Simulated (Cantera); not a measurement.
**SiH2Cl2 + C2H4 + H2 + CH4 (silicon carbide growth)**

Input: 1 mol SiH2Cl2, 0.2 mol C2H4, 180 mol H2, 0.15 mol CH4, held at 2298 K.

Cantera equilibrium calculation (NASA polynomials, part measured and part estimated; ideal gas, pure solids and liquids). Candidate condensed phases: C, C6H6, C7H8, C8H18, Si, SiC; 109 gas species. Mutual solubility and eutectic melting of coexisting phases are not modelled. The tables' values for SiCl are old estimates; treat these amounts as uncertain. Gases not in the tables: Si2H6 and higher silanes. The numbers say what is thermodynamically allowed, not how fast it happens.

```
P (Pa)  log p H2  log p H  log p HCl  log p Si  log p Cl  log p C2H2 (acetylene)  n SiC(s)  n Si(l)
------  --------  -------  ---------  --------  --------  ----------------------  --------  -------
100        -3.14    -3.59      -5.12     -5.35     -5.71                   -5.97         0        0
320        -2.58    -3.31      -4.55     -4.83     -5.42                   -5.43         0        0
1000       -2.05    -3.04      -4.02     -4.34     -5.15                   -4.93         0        0
3200       -1.53    -2.78      -3.49     -3.86     -4.89                   -4.42         0        0
10000      -1.02    -2.53      -2.99     -3.51     -4.64                   -4.13     0.195        0
32000      -0.51    -2.27      -2.48     -3.24     -4.39                   -4.17     0.437        0
100000     -0.01    -2.02      -1.99     -3.04     -4.14                   -4.07     0.498    0.103
```
log p: log10 of the partial pressure in bar; n: condensed amount in mol.

From 1.00 mbar to 32.0 mbar nothing is condensed. From 0.100 bar to 0.320 bar the condensed part is SiC(s). At 1.00 bar the condensed part is Si(l) + SiC(s). The main Si-bearing gas is Si throughout.
